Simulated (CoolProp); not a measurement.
Computed with CoolProp (reference Helmholtz-energy equation of state, Lemmon 2003). It is a pseudo-pure fit of the blend.

Q: For R407C, give the phase and the cp (kJ/(kg K)), Joule-Thomson coefficient (K/MPa) at 411.8 K and 0.138 MPa.

A: 
- 411.8 K and 0.138 MPa: gas; cp 1.01, Joule-Thomson coefficient 7.14
